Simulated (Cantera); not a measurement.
A perfectly stirred reactor is fed with 10.3 % NO, 89.7 % N2, at 1200 Torr; it is held at 1825 K, and followed from long to short residence time.

Model: GRI-Mech 3.0 (53 species, 325 reactions), integrated in Cantera.

Q: Predict: x(NO) at τ = 17.0 s; x(N2) at τ = 17.0 s; x(N2O) at τ = 17.0 s; x(NO2) at τ = 17.0 s; x(O) at τ = 17.0 s; x(NO) at τ = 0.170 s; x(N2) at τ = 0.170 s; x(N2O) at τ = 0.170 s; x(NO2) at τ = 0.170 s; x(O) at τ = 0.170 s.

A: 
```
Quantity                Result
---------------------  -------
x(NO) at τ = 17.0 s     0.0443
x(N2) at τ = 17.0 s      0.926
x(N2O) at τ = 17.0 s   1.00e-6
x(NO2) at τ = 17.0 s   5.04e-5
x(O) at τ = 17.0 s     2.12e-5
x(NO) at τ = 0.170 s     0.102
x(N2) at τ = 0.170 s     0.897
x(N2O) at τ = 0.170 s  4.59e-6
x(NO2) at τ = 0.170 s  3.07e-5
x(O) at τ = 0.170 s    5.78e-6
```
